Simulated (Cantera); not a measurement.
Charge: 1 mol SiCl₄, 0.34 mol NH₃, 26 mol H₂, held at 1602 °C and 230 Pa.

Cantera equilibrium calculation (NASA polynomials, part measured and part estimated; ideal gas, pure solids and liquids). Candidate condensed phases: NH₄Cl, Si, Si₃N₄; 28 gas species. The tables' values for SiCl, SiCl₃ are old estimates; treat these amounts as uncertain. Gases not in the tables: Si₂H₆ and higher silanes. The numbers say what is thermodynamically allowed, not how fast it happens.

Base state: H₂ 0.864, HCl 0.0869, SiCl₂ 0.0244, H 0.0127, N₂ 0.00585, Si 0.00394, SiCl 0.000997, Cl 0.000968 (mole fractions); condensed: Si(l).

Q: What changes in the equilibrium state with this change: pressure from 230 Pa to 13.0 Pa?

A: 
```tsv
species	before	after
H₂	0.864	0.801
HCl	0.0869	0.104
H	0.0127	0.0514
Si	0.00394	0.0203
SiCl₂	0.0244	0.0110
SiCl₃	4.03e-5	5.36e-6
Cl	0.000968	0.00506
SiH₂	4.29e-5	1.16e-5
SiCl	0.000997	0.00152
Si₂	2.96e-5	4.44e-5
Si(l), mol	0.138	0
```
The tables' values for SiCl are old estimates; treat these amounts as uncertain.
